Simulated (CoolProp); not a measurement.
Computed with CoolProp (reference Helmholtz-energy equation of state, Gao 2016).

### Question
For sulfur dioxide, give the phase and the cv (kJ/(kg K)) at 361.9 K and 0.101 MPa; 408.5 K and 0.101 MPa; 501.7 K and 0.101 MPa.

### Answer
- 361.9 K and 0.101 MPa: gas; cv 0.534
- 408.5 K and 0.101 MPa: gas; cv 0.556
- 501.7 K and 0.101 MPa: gas; cv 0.598
